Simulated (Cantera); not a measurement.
Charge: 1 mol C2H5OH, 0.04 mol NH3, held at 128 Torr.

These are equilibrium values from Cantera (NASA tables, ideal gas, pure condensed phases), not measurements of a reactor. Candidate condensed phases: C, C6H6, C7H8, C8H18, H2O; 169 gas species. Ions and electrons are included (thermal ionisation). Kinetics and transport are ignored.

Task: Which condensed phases are stable at each of these points (T (K)): 2000, 2250, 2500, 2750, 3000, 3250, 3500, 3750, 4000, 4250, 4500, 4750, 5000?

Result: 
```json
[
 {"T (K)": "2000", "condensed phases": "C(graphite)", "C condensed (%)": "49.6"},
 {"T (K)": "2250", "condensed phases": "C(graphite)", "C condensed (%)": "48.6"},
 {"T (K)": "2500", "condensed phases": "C(graphite)", "C condensed (%)": "46.0"},
 {"T (K)": "2750", "condensed phases": "C(graphite)", "C condensed (%)": "40.9"},
 {"T (K)": "3000", "condensed phases": "C(graphite)", "C condensed (%)": "30.8"},
 {"T (K)": "3250", "condensed phases": "gas only", "C condensed (%)": "0.0"},
 {"T (K)": "3500", "condensed phases": "gas only", "C condensed (%)": "0.0"},
 {"T (K)": "3750", "condensed phases": "gas only", "C condensed (%)": "0.0"},
 {"T (K)": "4000", "condensed phases": "gas only", "C condensed (%)": "0.0"},
 {"T (K)": "4250", "condensed phases": "gas only", "C condensed (%)": "0.0"},
 {"T (K)": "4500", "condensed phases": "gas only", "C condensed (%)": "0.0"},
 {"T (K)": "4750", "condensed phases": "gas only", "C condensed (%)": "0.0"},
 {"T (K)": "5000", "condensed phases": "gas only", "C condensed (%)": "0.0"}
]
```

From 2000 K to 3000 K the condensed part is C(graphite). From 3250 K to 5000 K nothing is condensed.
